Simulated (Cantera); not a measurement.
Input: 1 mol Al, 1.2 mol NH3, 22 mol N2, equilibrated at 750 K and 1330 Pa.

Method: chemical equilibrium by Gibbs-energy minimisation in Cantera with the NASA 1993 tables (ideal gas, pure condensed phases). Candidate condensed phases: Al, AlN; 13 gas species. The numbers say what is thermodynamically allowed, not how fast it happens.

Task: What is the equilibrium state?

Result: x(N2): 0.925
x(H2): 0.0753
x(NH3): 1.35e-6
n(AlN(s)): 1.00 mol
gas amount: 23.90 mol
log10 activity of Al(s) (absent): -15.70
